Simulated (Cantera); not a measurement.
Input (Python, Cantera):

```python
import numpy as np
import cantera as ct

gas = ct.Solution("h2o2.yaml")
gas.TPX = 600, 14000, {'H2': 1, 'O2': 0.847, 'N2': 3.19}
flame = ct.FreeFlame(gas, width=0.16)
flame.set_refine_criteria(ratio=3, slope=0.08, curve=0.16)
flame.transport_model = "unity-Lewis-number"
flame.solve(loglevel=0, auto=True)
z, T = flame.grid, flame.T
thick = (T[-1] - T[0]) / np.gradient(T, z).max()
show = ['H2', 'O2', 'H', 'H2O', 'HO2', 'H2O2']
print(f"laminar burning velocity  {flame.velocity[0] * 100:.3f} cm/s")
print(f"burnt temperature         {T[-1]:.1f} K")
print(f"thermal thickness         {thick * 1e3:.4f} mm")
print(f"grid points               {len(z)}")
z0 = z[flame.heat_release_rate.argmax()]
print(f"{'z/mm':>9s}{'T/K':>9s}{'u/(m/s)':>9s}" + "".join(f"{s:>11s}" for s in show))
rows = []
for k in (-3, -2, -1.5, -1, -0.5, -0.25, 0, 0.25, 0.5, 1, 2, 4, 8):
    zz = z0 + k * thick
    rows.append([k * thick, np.interp(zz, z, T), np.interp(zz, z, flame.velocity),
                 *(np.interp(zz, z, flame.X[gas.species_index(s)]) for s in show)])
    print(f"{rows[-1][0] * 1e3:9.3f}{rows[-1][1]:9.1f}{rows[-1][2]:9.3f}" + "".join(f"{x:11.3e}" for x in rows[-1][3:]))
```

Output:

```
laminar burning velocity  285.081 cm/s
burnt temperature         2046.5 K
thermal thickness         3.9543 mm
grid points               135
     z/mm      T/K  u/(m/s)         H2         O2          H        H2O        HO2       H2O2
  -11.863    600.0    2.851  1.985e-01  1.682e-01  2.331e-15  1.025e-09  6.384e-11  6.691e-13
   -7.909    600.0    2.851  1.985e-01  1.682e-01  1.010e-12  4.168e-08  2.590e-09  2.715e-11
   -5.931    600.0    2.851  1.985e-01  1.682e-01  8.234e-11  6.471e-07  4.000e-08  4.211e-10
   -3.954    600.1    2.851  1.985e-01  1.681e-01  1.812e-08  1.559e-05  9.302e-07  9.997e-09
   -1.977    617.2    2.929  1.964e-01  1.672e-01  9.517e-05  2.238e-03  4.511e-05  6.349e-07
   -0.989    758.6    3.569  1.735e-01  1.571e-01  4.527e-03  2.459e-02  3.722e-05  7.434e-07
    0.000   1093.8    5.042  7.646e-02  1.145e-01  3.854e-02  1.074e-01  1.812e-05  1.027e-06
    0.989   1319.7    5.989  2.233e-02  8.533e-02  4.780e-02  1.582e-01  1.074e-05  1.128e-06
    1.977   1434.6    6.453  1.768e-02  8.052e-02  3.865e-02  1.684e-01  8.521e-06  8.435e-07
    3.954   1564.3    6.965  1.611e-02  7.808e-02  2.734e-02  1.767e-01  6.688e-06  4.962e-07
    7.909   1696.1    7.475  1.357e-02  7.618e-02  1.718e-02  1.859e-01  5.074e-06  2.597e-07
   15.817   1818.3    7.936  1.010e-02  7.490e-02  9.253e-03  1.952e-01  3.606e-06  1.398e-07
   31.634   1918.7    8.309  6.390e-03  7.435e-02  4.084e-03  2.038e-01  2.369e-06  8.234e-08
```

Detailed kinetics in Cantera: the H2/O2 subset of GRI-Mech 3.0, which has no nitrogen chemistry. Unity Lewis numbers drop preferential diffusion, which matters most where H2 and H carry the flame. Burning velocities carry a grid error of a few per cent, more on coarse grids. Lean hydrogen flames are cellular in practice and burn faster than this planar one.
